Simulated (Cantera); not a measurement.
Mixture: CH4 : O2 : N2 = 1 : 1.67 : 6.27 (molar parts), at 750 Torr, adiabatic and at constant pressure. Ignition delay is the time to a rise of 400 K.

Detailed kinetics in Cantera: GRI-Mech 3.0 (53 species, 325 reactions).

| quantity | before | after |
|---|---|---|
| delay at 1323 K | 9.64 ms | 9.08 ms |
| delay at 1373 K | 5.20 ms | 4.89 ms |
| delay at 1423 K | 2.90 ms | 2.72 ms |
| delay at 1473 K | 1.67 ms | 1.57 ms |
| delay at 1523 K | 1.00 ms | 0.942 ms |
| delay at 1573 K | 0.624 ms | 0.587 ms |
| apparent activation energy between 1473 and 1573 K | 190 kJ/mol | 190 kJ/mol |

Task: Which change was made?
A. pressure from 750 Torr to 15000 Torr
B. constant volume in place of constant pressure
C. N2 6.27 to 9.7 parts
D. O2 1.67 to 1.2 parts

Result: B, constant volume in place of constant pressure
